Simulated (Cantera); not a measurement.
A perfectly stirred reactor is fed with CH₄ : H₂O : N₂ = 1 : 4.3 : 0.035 (molar parts), at 1.00 bar; it is held at 2025 K, and followed from long to short residence time.

Computed with Cantera and GRI-Mech 3.0 (53 species, 325 reactions).

Q: Predict: x(CH₄) at τ = 0.790 s; x(H₂O) at τ = 0.790 s; x(O₂) at τ = 0.790 s; x(OH) at τ = 0.790 s; x(C₂H) at τ = 0.790 s; x(CH₄) at τ = 37.0 ms; x(H₂O) at τ = 37.0 ms; x(O₂) at τ = 37.0 ms; x(OH) at τ = 37.0 ms; x(C₂H) at τ = 37.0 ms.

A: 
* **x(CH₄) at τ = 0.790 s**: 0.000618
* **x(H₂O) at τ = 0.790 s**: 0.427
* **x(O₂) at τ = 0.790 s**: 1.12e-7
* **x(OH) at τ = 0.790 s**: 0.000127
* **x(C₂H) at τ = 0.790 s**: 1.67e-9
* **x(CH₄) at τ = 37.0 ms**: 0.00728
* **x(H₂O) at τ = 37.0 ms**: 0.451
* **x(O₂) at τ = 37.0 ms**: 1.28e-7
* **x(OH) at τ = 37.0 ms**: 0.000138
* **x(C₂H) at τ = 37.0 ms**: 2.18e-7
